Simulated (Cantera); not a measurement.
A perfectly stirred reactor is fed with CH4 : O2 : N2 = 0.028 : 0.0033 : 1 (molar parts), equivalence ratio 17, at 0.520 bar; it is held at 1525 K, and followed from long to short residence time.

Model: GRI-Mech 3.0 (53 species, 325 reactions), integrated in Cantera. GRI-Mech 3.0 stops at C3 and has no aromatics, soot or wall deposition, so with more carbon than oxygen in the feed, carbon stays in small species such as C2H2 where larger ones or solid carbon would form.

```tsv
quantity	before	after
x(CH4) at τ = 0.370 s	0.0150	0.0148
x(O2) at τ = 0.370 s	0.000477	0.000366
x(CO2) at τ = 0.370 s	9.56e-5	9.49e-5
x(C2H2) at τ = 0.370 s	0.00450	0.00465
x(NO2) at τ = 0.370 s	<1e-12	<1e-12
x(CH4) at τ = 18.0 ms	0.0258	0.0250
x(O2) at τ = 18.0 ms	0.00297	0.00276
x(CO2) at τ = 18.0 ms	8.89e-6	1.63e-5
x(C2H2) at τ = 18.0 ms	0.000132	0.000310
x(NO2) at τ = 18.0 ms	<1e-12	<1e-12
```

Name the change that produced these shifts.
A. pressure from 0.520 bar to 1.01 bar
B. temperature 1525 to 1375 K
C. temperature 1525 to 1300 K
D. O2 0.0033 to 0.0007 parts

A, pressure from 0.520 bar to 1.01 bar
